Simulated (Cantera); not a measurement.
Charge: 1 mol SiO2, 55 mol H2, 13 mol N2, held at 1527 °C and 0.100 bar.

Cantera equilibrium calculation (NASA polynomials, part measured and part estimated; ideal gas, pure solids and liquids). Candidate condensed phases: H2O, Si, SiO2, Si2N2O, Si3N4; 35 gas species. The tables hold silica as quartz up to 1696 K and as liquid above; real silica turns to tridymite and cristobalite and melts near 1996 K. Rates play no part.

Base state: H2 0.800, N2 0.190, SiO 0.00419, H2O 0.00419, H 0.00101 (mole fractions); condensed: SiO2(condensed).

Question: What changes in the equilibrium state with this change: pressure from 0.100 bar to 1.00 bar?

Answer: 
```
species                before     after
--------------------  -------  --------
H2                      0.800     0.806
N2                      0.190     0.191
H2O                   0.00419   0.00133
SiO                   0.00419   0.00133
H                     0.00101  0.000321
SiO2(condensed), mol    0.714     0.909
```

Question: What changes in the equilibrium state with this change: temperature from 1527 °C to 1477 °C?

Answer: 
| species | before | after |
|---|---|---|
| H2 | 0.800 | 0.804 |
| N2 | 0.190 | 0.191 |
| SiO | 0.00419 | 0.00254 |
| H2O | 0.00419 | 0.00254 |
| H | 0.00101 | 0.000659 |
| SiO2(condensed), mol | 0.714 | 0.827 |
